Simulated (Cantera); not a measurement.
Feed: 1 mol Fe3O4, 5.1 mol CH4, 15 mol N2, held at 575 °C and 113 Torr.

Method: chemical equilibrium by Gibbs-energy minimisation in Cantera with the NASA 1993 tables (ideal gas, pure condensed phases). Candidate condensed phases: C, C6H6, C7H8, C8H18, Fe, Fe(CO)5, FeO, Fe(OH)2, Fe(OH)3, Fe2O3, Fe3O4, H2O; 140 gas species. Condensed phases not in the tables: cementite and carbon dissolved in iron. Kinetics and transport are ignored.

Base state: N2 0.543, H2 0.322, CO 0.0770, H2O 0.0274, CO2 0.0202, CH4 0.00995, NH3 3.81e-5 (mole fractions); condensed: C(graphite) + Fe(α).

Q: What changes in the equilibrium state with this change: pressure from 113 Torr to 2.70 Torr?

A: 
| species | before | after |
|---|---|---|
| N2 | 0.543 | 0.515 |
| H2 | 0.322 | 0.349 |
| CO | 0.0770 | 0.133 |
| H2O | 0.0274 | 0.00123 |
| CO2 | 0.0202 | 0.00145 |
| NH3 | 3.81e-5 | 1.00e-6 |
| CH4 | 0.00995 | 0.000280 |
| C(graphite), mol | 2.14 | 1.17 |
| Fe(α), mol | 3.00 | 3.00 |
